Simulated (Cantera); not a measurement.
Feed: 1 mol SiF₄, 1 mol O₃, 16 mol H₂, equilibrated at 7100 Pa.

Equilibrium computed with Cantera from the NASA thermochemical tables; the gas is ideal and each condensed phase is pure. Candidate condensed phases: H₂O, Si, SiO₂; 38 gas species. The tables hold silica as quartz up to 1696 K and as liquid above; real silica turns to tridymite and cristobalite and melts near 1996 K. The numbers say what is thermodynamically allowed, not how fast it happens. All values below are at 1173 K.

Base state: H₂ 0.729, HF 0.185, H₂O 0.0756, SiF₄ 0.00977 (mole fractions); condensed: SiO₂(β-quartz).

### Question
What changes in the equilibrium state with this change: SiF₄ replaced by SiH₄?

### Answer
```tsv
species	before	after
H₂	0.729	0.944
H₂O	0.0756	0.0556
HF	0.185	0
SiF₄	0.00977	0
SiO₂(β-quartz), mol	0.826	1.00
```
